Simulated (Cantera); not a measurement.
Gas activation for diamond growth

A perfectly stirred reactor is fed with 1.92 % CH₄, 96.2 % H₂, 1.92 % H, at 0.0150 bar; it is held at 2325 K, and followed from long to short residence time.

Cantera simulation using GRI-Mech 3.0 (53 species, 325 reactions); the numbers are that mechanism's predictions, not measurements. GRI-Mech 3.0 stops at C3 and has no aromatics, soot or wall deposition, so with more carbon than oxygen in the feed, carbon stays in small species such as C2H2 where larger ones or solid carbon would form. Radical loss at walls, strong at low pressure, is not modelled.

```csv
τ (s),x CH₄,x H₂,x H,x CH₃,x C₂H
3.0,3.21e-5,0.915,0.0755,4.91e-5,3.59e-5
0.68,0.000123,0.934,0.0567,0.000138,2.65e-5
0.15,0.000545,0.952,0.0383,0.000406,1.70e-5
0.035,0.00184,0.961,0.0281,0.00100,1.11e-5
0.0078,0.00511,0.965,0.0219,0.00215,6.30e-6
0.0018,0.00997,0.965,0.0183,0.00346,2.46e-6
0.00039,0.0136,0.965,0.0161,0.00406,5.12e-7
```
x: mole fraction; the columns are a selection and need not sum to one.
